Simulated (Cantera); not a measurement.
Ammonia decomposition in nitride growth gas

An isothermal, constant-pressure homogeneous reactor starts with 71.8 % NH₃, 28.2 % N₂, at 1450 K and 0.0109 atm.

Cantera simulation using the gas-phase N/H chemistry of the illustrative SiF4/NH3 mechanism in the Surface Chemkin manual (1991); the numbers are that mechanism's predictions, not measurements. Walls and surfaces, which speed up NH3 decomposition in real reactors, are not modelled.

| t (s) | x NH₃ | x N | x N₂ | x H₂ | x N₂H₂ | x H | x NH₂ |
|---|---|---|---|---|---|---|---|
| 0.000200 | 0.718 | <1e-12 | 0.282 | 3.59e-9 | <1e-12 | 4.62e-10 | 7.65e-9 |
| 0.000829 | 0.718 | <1e-12 | 0.282 | 1.64e-8 | <1e-12 | 4.62e-10 | 3.32e-8 |
| 0.00344 | 0.718 | <1e-12 | 0.282 | 6.93e-8 | <1e-12 | 4.62e-10 | 1.39e-7 |
| 0.0143 | 0.718 | <1e-12 | 0.282 | 2.89e-7 | 4.49e-11 | 4.63e-10 | 5.77e-7 |
| 0.0591 | 0.718 | <1e-12 | 0.282 | 1.21e-6 | 1.33e-9 | 4.75e-10 | 2.39e-6 |
| 0.245 | 0.718 | <1e-12 | 0.282 | 6.12e-6 | 2.68e-8 | 7.29e-10 | 9.88e-6 |
| 1.02 | 0.718 | 1.28e-11 | 0.282 | 0.000100 | 3.80e-7 | 6.37e-9 | 3.68e-5 |
| 4.21 | 0.716 | 1.29e-10 | 0.282 | 0.00138 | 7.08e-7 | 5.31e-8 | 5.05e-5 |
| 17.5 | 0.710 | 5.97e-10 | 0.283 | 0.00704 | 6.93e-7 | 2.39e-7 | 4.95e-5 |
| 72.4 | 0.684 | 2.01e-9 | 0.286 | 0.0293 | 6.34e-7 | 9.53e-7 | 4.67e-5 |
| 300 | 0.596 | 3.67e-9 | 0.297 | 0.106 | 4.66e-7 | 3.44e-6 | 4.07e-5 |
x: mole fraction; the columns are a selection and need not sum to one.

Equilibrium at this temperature and pressure: NH₃ 2.38e-7, N <1e-12, N₂ 0.373, H₂ 0.627, N₂H₂ <1e-12, H 7.19e-5, NH₂ 5.76e-11 (gas phase only).
